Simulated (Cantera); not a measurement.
Feed: 1 mol TiO₂, 0.013 mol H₂O, 3.5 mol H₂, held at 1248 K and 1.00 bar.

Cantera equilibrium calculation (NASA polynomials, part measured and part estimated; ideal gas, pure solids and liquids). Candidate condensed phases: H₂O, Ti, TiO, TiO₂, Ti₂O₃, Ti₃O₅, Ti₄O₇; 12 gas species. Equilibrium is a limit: real reactors are often held back by kinetics, nucleation or transport.

Base state: H₂ 0.996, H₂O 0.00370 (mole fractions); condensed: TiO₂(rutile).

Question: What changes in the equilibrium state with this change: temperature from 1248 K to 1525 K?

Answer: 
```csv
species,before,after
H₂,0.996,0.981
H₂O,0.00370,0.0188
H,4.66e-7,2.34e-5
"TiO₂(rutile), mol",1.00,0.787
"Ti₄O₇(s), mol",0,0.0532
```
Mutual solubility and eutectic melting of coexisting phases are not modelled. Condensed phases not in the tables: Magnéli phases beyond Ti₄O₇. Gases not in the tables: TiO(OH)₂.
